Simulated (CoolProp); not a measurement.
Properties of diethyl ether along the isotherm 349.1 K.

The numbers come from the reference Helmholtz-energy equation of state, Thol 2014 in CoolProp.

```csv
p (MPa),phase,Z,cp (kJ/(kg K)),expansivity (1/kK),fugacity coefficient
0.0176,gas,0.9954,1.800,2.914,0.9955
0.0275,gas,0.9929,1.804,2.942,0.9929
0.0428,gas,0.9888,1.809,2.988,0.9890
0.0666,gas,0.9825,1.819,3.062,0.9828
0.104,gas,0.9722,1.835,3.186,0.9731
0.161,gas,0.9561,1.862,3.400,0.9582
0.251,gas,0.9291,1.916,3.806,0.9346
0.391,liquid,0.01550,2.539,2.161,0.8388
0.609,liquid,0.02412,2.536,2.148,0.5432
0.949,liquid,0.03754,2.533,2.128,0.3533
1.48,liquid,0.05843,2.528,2.099,0.2314
2.3,liquid,0.09054,2.520,2.056,0.1538
3.58,liquid,0.1403,2.509,1.995,0.1039
5.58,liquid,0.2173,2.493,1.911,0.07207
```
